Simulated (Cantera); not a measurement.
A perfectly stirred reactor is fed with CH₃OH : O₂ : N₂ = 0.0039 : 0.0043 : 1 (molar parts), equivalence ratio 1.4, at 100000 Pa; it is held at 1375 K, and followed from long to short residence time.

Cantera simulation using GRI-Mech 3.0 (53 species, 325 reactions); the numbers are that mechanism's predictions, not measurements. GRI-Mech 3.0 was tuned for natural gas; its chemistry of methanol as a main component is partial and can be far from experiment.

Predict: x(CH₃OH) at τ = 1.10 s; x(O₂) at τ = 1.10 s; x(CO₂) at τ = 1.10 s; x(CH₃OH) at τ = 16.0 ms; x(O₂) at τ = 16.0 ms; x(C₂H₂) at τ = 16.0 ms; x(CO₂) at τ = 16.0 ms.


```json
{
 "x(CH₃OH) at τ = 1.10 s": "1.95e-7",
 "x(O₂) at τ = 1.10 s": "8.92e-6",
 "x(CO₂) at τ = 1.10 s": "0.00244",
 "x(CH₃OH) at τ = 16.0 ms": "2.98e-6",
 "x(O₂) at τ = 16.0 ms": "0.000178",
 "x(C₂H₂) at τ = 16.0 ms": "1.25e-8",
 "x(CO₂) at τ = 16.0 ms": "0.00211"
}
```
